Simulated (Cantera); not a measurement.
## Ta2O5 + C + H2 (carbothermic reduction)

Charge: 1 mol Ta2O5, 0.4 mol C, 5.5 mol H2, at 1773 K.

Method: chemical equilibrium by Gibbs-energy minimisation in Cantera with the NASA 1993 tables (ideal gas, pure condensed phases). Candidate condensed phases: C, C6H6, C7H8, C8H18, H2O, Ta, TaC, Ta2O5; 113 gas species. Mutual solubility and eutectic melting of coexisting phases are not modelled. TaC: taken at fixed stoichiometry. Condensed phases not in the tables: Ta2C, N, O or C dissolved in the metal. Rates play no part.

```json
[
 {"P (Pa)": "10", "x H2": "0.905", "x CO": "0.0669", "x H": "0.0271", "x H2O": "0.000537", "x CH4": "<1e-12", "x TaO2": "0.000119", "x CO2": "1.07e-5", "x TaO": "2.36e-5", "n Ta(s)": "0.161", "n Ta2O5(s)": "0.919", "n TaC(s)": "0"},
 {"P (Pa)": "68", "x H2": "0.922", "x CO": "0.0674", "x H": "0.0105", "x H2O": "0.000546", "x CH4": "1.23e-11", "x TaO2": "1.76e-5", "x CO2": "1.08e-5", "x TaO": "3.47e-6", "n Ta(s)": "0.161", "n Ta2O5(s)": "0.919", "n TaC(s)": "0"},
 {"P (Pa)": "460", "x H2": "0.946", "x CO": "0.0491", "x H": "0.00408", "x H2O": "0.000651", "x CH4": "3.72e-10", "x TaO2": "2.41e-6", "x CO2": "9.10e-6", "x TaO": "4.10e-7", "n Ta(s)": "0", "n Ta2O5(s)": "0.942", "n TaC(s)": "0.115"},
 {"P (Pa)": "3200", "x H2": "0.948", "x CO": "0.0490", "x H": "0.00155", "x H2O": "0.00114", "x CH4": "1.04e-8", "x TaO2": "2.62e-7", "x CO2": "1.58e-5", "x TaO": "2.57e-8", "n Ta(s)": "0", "n Ta2O5(s)": "0.942", "n TaC(s)": "0.116"},
 {"P (Pa)": "22000", "x H2": "0.949", "x CO": "0.0488", "x H": "0.000591", "x H2O": "0.00197", "x CH4": "2.82e-7", "x TaO2": "2.90e-8", "x CO2": "2.73e-5", "x TaO": "1.64e-9", "n Ta(s)": "0", "n Ta2O5(s)": "0.941", "n TaC(s)": "0.118"},
 {"P (Pa)": "150000", "x H2": "0.948", "x CO": "0.0484", "x H": "0.000226", "x H2O": "0.00340", "x CH4": "7.52e-6", "x TaO2": "3.24e-9", "x CO2": "4.67e-5", "x TaO": "1.06e-10", "n Ta(s)": "0", "n Ta2O5(s)": "0.940", "n TaC(s)": "0.120"},
 {"P (Pa)": "1000000", "x H2": "0.946", "x CO": "0.0476", "x H": "8.75e-5", "x H2O": "0.00580", "x CH4": "0.000191", "x TaO2": "3.71e-10", "x CO2": "7.86e-5", "x TaO": "7.10e-12", "n Ta(s)": "0", "n Ta2O5(s)": "0.938", "n TaC(s)": "0.124"}
]
```
x: gas mole fraction; n: condensed amount in mol.

From 0.0750 Torr to 0.510 Torr the condensed part is Ta(s) + Ta2O5(s). From 3.45 Torr to 7500 Torr the condensed part is TaC(s) + Ta2O5(s).
